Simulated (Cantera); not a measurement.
Cantera run, input and output.

```python
import numpy as np
import cantera as ct

gas = ct.Solution("h2o2.yaml")
gas.TPX = 600, 270000, {'H2': 1, 'O2': 0.278, 'N2': 1.04, 'H2O': 0.29}
flame = ct.FreeFlame(gas, width=0.02)
flame.set_refine_criteria(ratio=3, slope=0.08, curve=0.16)
flame.transport_model = "mixture-averaged"
flame.solve(loglevel=0, auto=True)
flame.transport_model = "multicomponent"
flame.soret_enabled = True
flame.solve(loglevel=0, refine_grid=True)
z, T = flame.grid, flame.T
thick = (T[-1] - T[0]) / np.gradient(T, z).max()
show = ['H2', 'O2', 'H2O', 'O', 'HO2', 'H']
print(f"laminar burning velocity  {flame.velocity[0] * 100:.3f} cm/s")
print(f"burnt temperature         {T[-1]:.1f} K")
print(f"thermal thickness         {thick * 1e3:.4f} mm")
print(f"grid points               {len(z)}")
z0 = z[flame.heat_release_rate.argmax()]
print(f"{'z/mm':>9s}{'T/K':>9s}{'u/(m/s)':>9s}" + "".join(f"{s:>11s}" for s in show))
rows = []
for k in (-3, -2, -1.5, -1, -0.5, -0.25, 0, 0.25, 0.5, 1, 2, 4, 8):
    zz = z0 + k * thick
    rows.append([k * thick, np.interp(zz, z, T), np.interp(zz, z, flame.velocity),
                 *(np.interp(zz, z, flame.X[gas.species_index(s)]) for s in show)])
    print(f"{rows[-1][0] * 1e3:9.3f}{rows[-1][1]:9.1f}{rows[-1][2]:9.3f}" + "".join(f"{x:11.3e}" for x in rows[-1][3:]))
```

Result:

```
laminar burning velocity  692.002 cm/s
burnt temperature         2143.7 K
thermal thickness         0.1106 mm
grid points               109
     z/mm      T/K  u/(m/s)         H2         O2        H2O          O        HO2          H
   -0.332    600.0    6.920  3.834e-01  1.066e-01  1.112e-01  8.446e-14  3.368e-11  4.491e-15
   -0.221    600.0    6.920  3.834e-01  1.066e-01  1.112e-01  2.091e-11  3.886e-09  1.134e-12
   -0.166    600.0    6.918  3.832e-01  1.066e-01  1.112e-01  6.265e-10  7.306e-08  4.576e-11
   -0.111    600.7    6.909  3.815e-01  1.069e-01  1.116e-01  2.951e-08  3.024e-06  1.211e-08
   -0.055    640.5    7.157  3.602e-01  1.095e-01  1.167e-01  8.938e-06  4.656e-04  7.315e-05
   -0.028    875.9    9.495  3.253e-01  1.028e-01  1.416e-01  2.007e-04  6.362e-04  2.849e-03
    0.000   1249.9   13.334  2.695e-01  7.485e-02  2.034e-01  1.413e-03  2.680e-04  1.742e-02
    0.028   1525.3   16.174  2.094e-01  3.648e-02  2.773e-01  2.490e-03  1.064e-04  3.670e-02
    0.055   1671.7   17.669  1.779e-01  1.406e-02  3.201e-01  2.112e-03  3.800e-05  4.523e-02
    0.111   1801.6   18.948  1.662e-01  2.592e-03  3.437e-01  1.312e-03  6.782e-06  4.262e-02
    0.221   1908.6   19.948  1.704e-01  7.580e-04  3.506e-01  7.686e-04  2.150e-06  3.177e-02
    0.442   1997.4   20.752  1.759e-01  3.454e-04  3.552e-01  3.734e-04  1.036e-06  2.112e-02
    0.885   2061.7   21.316  1.799e-01  1.394e-04  3.589e-01  1.511e-04  4.413e-07  1.302e-02
```

Computed with Cantera and the H2/O2 subset of GRI-Mech 3.0, which has no nitrogen chemistry. The hydrogen kinetics of GRI-Mech 3.0 are dated; newer H2 mechanisms differ, most at raised pressure. Burning velocities carry a grid error of a few per cent, more on coarse grids.
